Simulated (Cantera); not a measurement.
A Cantera script and its output.

```python
import numpy as np
import cantera as ct

gas = ct.Solution("h2o2.yaml")
gas.TPX = 400, 440000, {'H2': 1, 'O2': 0.893, 'N2': 3.36}
flame = ct.FreeFlame(gas, width=0.014)
flame.set_refine_criteria(ratio=3, slope=0.08, curve=0.16)
flame.transport_model = "mixture-averaged"
flame.solve(loglevel=0, auto=True)
flame.transport_model = "multicomponent"
flame.soret_enabled = False
flame.solve(loglevel=0, refine_grid=True)
z, T = flame.grid, flame.T
thick = (T[-1] - T[0]) / np.gradient(T, z).max()
show = ['H2', 'O2', 'H', 'H2O', 'O', 'HO2']
print(f"laminar burning velocity  {flame.velocity[0] * 100:.3f} cm/s")
print(f"burnt temperature         {T[-1]:.1f} K")
print(f"thermal thickness         {thick * 1e3:.4f} mm")
print(f"grid points               {len(z)}")
z0 = z[flame.heat_release_rate.argmax()]
print(f"{'z/mm':>9s}{'T/K':>9s}{'u/(m/s)':>9s}" + "".join(f"{s:>11s}" for s in show))
rows = []
for k in (-3, -2, -1.5, -1, -0.5, -0.25, 0, 0.25, 0.5, 1, 2, 4, 8):
    zz = z0 + k * thick
    rows.append([k * thick, np.interp(zz, z, T), np.interp(zz, z, flame.velocity),
                 *(np.interp(zz, z, flame.X[gas.species_index(s)]) for s in show)])
    print(f"{rows[-1][0] * 1e3:9.3f}{rows[-1][1]:9.1f}{rows[-1][2]:9.3f}" + "".join(f"{x:11.3e}" for x in rows[-1][3:]))
```

It prints:

```
laminar burning velocity  60.479 cm/s
burnt temperature         1799.4 K
thermal thickness         0.0977 mm
grid points               109
     z/mm      T/K  u/(m/s)         H2         O2          H        H2O          O        HO2
   -0.293    400.4    0.603  1.871e-01  1.707e-01  5.802e-15  2.426e-05  3.248e-11  4.565e-08
   -0.195    403.6    0.602  1.780e-01  1.725e-01  1.394e-13  3.426e-04  5.540e-10  8.163e-07
   -0.147    412.5    0.607  1.658e-01  1.747e-01  1.552e-12  1.418e-03  2.791e-09  3.985e-06
   -0.098    459.2    0.658  1.385e-01  1.776e-01  1.229e-10  8.110e-03  3.478e-08  3.214e-05
   -0.049    736.0    1.018  8.584e-02  1.675e-01  6.643e-06  4.921e-02  7.611e-06  4.267e-04
   -0.024   1056.6    1.446  5.437e-02  1.464e-01  3.022e-04  9.517e-02  1.919e-04  5.372e-04
    0.000   1371.7    1.874  2.710e-02  1.192e-01  1.348e-03  1.442e-01  1.163e-03  3.037e-04
    0.024   1567.8    2.143  1.130e-02  9.990e-02  1.673e-03  1.752e-01  1.997e-03  1.677e-04
    0.049   1668.2    2.280  5.058e-03  9.178e-02  1.165e-03  1.886e-01  1.888e-03  1.010e-04
    0.098   1748.3    2.387  1.617e-03  8.790e-02  3.771e-04  1.971e-01  1.016e-03  4.338e-05
    0.195   1784.8    2.435  4.068e-04  8.738e-02  5.454e-05  2.007e-01  2.945e-04  1.257e-05
    0.391   1795.9    2.449  8.694e-05  8.754e-02  6.131e-06  2.019e-01  7.135e-05  3.283e-06
    0.782   1798.7    2.452  2.835e-05  8.764e-02  1.362e-06  2.023e-01  2.657e-05  1.543e-06
```

Cantera simulation using the H2/O2 subset of GRI-Mech 3.0, which has no nitrogen chemistry; the numbers are that mechanism's predictions, not measurements. The hydrogen kinetics of GRI-Mech 3.0 are dated; newer H2 mechanisms differ, most at raised pressure. Burning velocities carry a grid error of a few per cent, more on coarse grids. Lean hydrogen flames are cellular in practice and burn faster than this planar one.
